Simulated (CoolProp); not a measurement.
Aqueous propylene glycol as a coolant, 7 % by mass, freezing at -1.8 °C, 1 atm.

The numbers come from the Melinder's fits for secondary coolants in CoolProp.

| T (°C) | density (kg/m³) | conductivity (W/(m K)) | Prandtl number | viscosity (mPa s) |
|---|---|---|---|---|
| 3.8 | 1006 | 0.535 | 16.2 | 2.12 |
| 9.2 | 1006 | 0.544 | 13.4 | 1.77 |
| 14.6 | 1005 | 0.552 | 11.2 | 1.51 |
| 19.9 | 1004 | 0.560 | 9.51 | 1.30 |
| 25.3 | 1002 | 0.568 | 8.17 | 1.13 |
| 30.7 | 1001 | 0.575 | 7.09 | 0.991 |
| 36.1 | 998.9 | 0.582 | 6.23 | 0.880 |
